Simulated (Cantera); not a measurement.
Charge: 1 mol Ta, 2 mol CH4, a varied amount of CO2, held at 1298 K and 13.3 mbar.

Method: chemical equilibrium by Gibbs-energy minimisation in Cantera with the NASA 1993 tables (ideal gas, pure condensed phases). Candidate condensed phases: C, C6H6, C7H8, C8H18, H2O, Ta, TaC, Ta2O5; 113 gas species. Mutual solubility and eutectic melting of coexisting phases are not modelled. TaC: taken at fixed stoichiometry. Condensed phases not in the tables: Ta2C. Equilibrium is a limit: real reactors are often held back by kinetics, nucleation or transport.

x: gas mole fraction; n: condensed amount in mol.

```
n(CO2) (mol)   x H2   x CO     x CO2     x H2O     x CH4      x H  n C(graphite)  n TaC(s)  n Ta2O5(s)
------------  -----  -----  --------  --------  --------  -------  -------------  --------  ----------
0.64          0.757  0.242   4.15e-6   2.28e-5   6.09e-5  8.08e-6          0.360      1.00           ?
1.2           0.639  0.360  0.000166  0.000518   2.39e-6  7.42e-6              0     0.944           ?
1.8           0.569  0.431  0.000209  0.000485   2.15e-6  7.00e-6              0     0.773           ?
2.4           0.512  0.487  0.000245  0.000453   1.91e-6  6.64e-6              0     0.602           ?
3             0.466  0.533  0.000275  0.000423   1.68e-6  6.34e-6              0     0.430           ?
3.6           0.428  0.571  0.000301  0.000396   1.49e-6  6.07e-6              0     0.259           ?
4.2           0.395  0.604  0.000323  0.000371   1.32e-6  5.83e-6              0    0.0877           ?
4.8           0.356  0.616    0.0138    0.0140   2.62e-8  5.54e-6              0         0       0.500
5.4           0.313  0.608    0.0414    0.0375   6.56e-9  5.19e-6              0         0       0.500
6             0.277  0.598    0.0689    0.0561   2.99e-9  4.89e-6              0         0       0.500
6.6           0.247  0.587    0.0959    0.0708   1.64e-9  4.61e-6              0         0       0.500
7.2           0.221  0.575     0.122    0.0823  9.87e-10  4.36e-6              0         0       0.500
7.8           0.198  0.562     0.148    0.0914  6.32e-10  4.13e-6              0         0       0.500
```

### Question
Complete the blanks.

### Answer

- 0.64, n Ta2O5(s): 0
- 1.2, n Ta2O5(s): 0.0280
- 1.8, n Ta2O5(s): 0.114
- 2.4, n Ta2O5(s): 0.199
- 3, n Ta2O5(s): 0.285
- 3.6, n Ta2O5(s): 0.371
- 4.2, n Ta2O5(s): 0.456
